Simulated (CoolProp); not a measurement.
Values from CoolProp's reference Helmholtz-energy equation of state, Gao 2016.

Q: Give the vapour pressure (MPa), liquid density (kg/m³), vapour Z, surface tension (mN/m) of saturated sulfur dioxide at 54.85, 85.45, 136.45 °C.

A: 
| T (°C) | p (MPa) | liquid density (kg/m³) | vapour Z | surface tension (mN/m) |
|---|---|---|---|---|
| 54.85 | 0.961 | 1280 | 0.875 | 15.9 |
| 85.45 | 2.04 | 1170 | 0.793 | 10.2 |
| 136.45 | 5.53 | 910 | 0.563 | 1.20 |

Surface tension comes from a separate correlation (Mulero 2012).
